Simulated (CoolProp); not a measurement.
Properties of hydrogen sulfide at several states (Tc = 373.1 K, pc = 8.999 MPa, ω = 0.101).

Computed with CoolProp (reference Helmholtz-energy equation of state, Lemmon 2006). It is a short technical equation, of lower accuracy than the large ones.

```
T (K)  p (MPa)          phase       Z  Joule-Thomson coefficient (K/MPa)  fugacity coefficient
-----  -------  -------------  ------  ---------------------------------  --------------------
470.9      5.8            gas  0.8964                              6.219                0.9035
682.5    0.197            gas  0.9993                              2.776                0.9993
704.3     25.7  supercritical  0.9545                              1.773                0.9387
```
